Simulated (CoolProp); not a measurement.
Hexamethyldisiloxane (MM) along the isotherm 542.9 K: fugacity coefficient from the reference equation and from simpler models built on Tc = 518.7 K, pc = 19.31 bar, ω = 0.418; each cubic takes its own stable root.

Computed with CoolProp (reference Helmholtz-energy equation of state, Thol 2016).

```json
[
 {"p (bar)": "4.02", "phase": "gas", "reference": "0.9374"},
 {"p (bar)": "8.05", "phase": "gas", "reference": "0.8763"},
 {"p (bar)": "12.1", "phase": "gas", "reference": "0.8162"},
 {"p (bar)": "16.1", "phase": "gas", "reference": "0.7583"},
 {"p (bar)": "20.1", "phase": "supercritical", "reference": "0.7012"},
 {"p (bar)": "24.1", "phase": "supercritical", "reference": "0.6440"},
 {"p (bar)": "28.2", "phase": "supercritical", "reference": "0.5852"},
 {"p (bar)": "32.2", "phase": "supercritical", "reference": "0.5347"},
 {"p (bar)": "36.2", "phase": "supercritical", "reference": "0.4939"},
 {"p (bar)": "40.2", "phase": "supercritical", "reference": "0.4607"},
 {"p (bar)": "44.3", "phase": "supercritical", "reference": "0.4329"},
 {"p (bar)": "48.3", "phase": "supercritical", "reference": "0.4103"}
]
```

Problem. How far does each simpler model (Redlich-Kwong, Peng-Robinson) lie from the reference over these 12 states: mean and median of the absolute difference, and the worst?

Solution. 
- Redlich-Kwong: mean 0.4 %, median 0.4 %, worst +1.1 % at 542.9 K and 48.3 bar
- Peng-Robinson: mean 0.9 %, median 0.8 %, worst -1.6 % at 542.9 K and 24.1 bar
